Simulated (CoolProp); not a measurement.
Vapour pressure (kPa) of dimethyl carbonate: the reference equation beside estimates from Tc = 557.0 K, pc = 4909 kPa, ω = 0.346.

Values from CoolProp's reference Helmholtz-energy equation of state, Zhou 2011.

```csv
T (K),reference,Lee-Kesler,Soave-Redlich-Kwong,Peng-Robinson
383.2,184.0,183.3,183.2,183.4
394.8,252.0,252.8,252.6,251.8
406.4,338.0,341.0,340.8,338.7
418,445.1,451.1,451.3,447.3
429.7,577.6,587.5,588.7,582.3
441.3,736.8,751.3,754.3,745.0
452.9,927.2,947.0,952.9,940.4
464.6,1155,1181,1191,1175
```

Absolute difference from the reference over all 8 rows, mean and median: Lee-Kesler 1.4 and 1.5 %, Soave-Redlich-Kwong 1.6 and 1.7 %, Peng-Robinson 0.8 and 0.7 %.
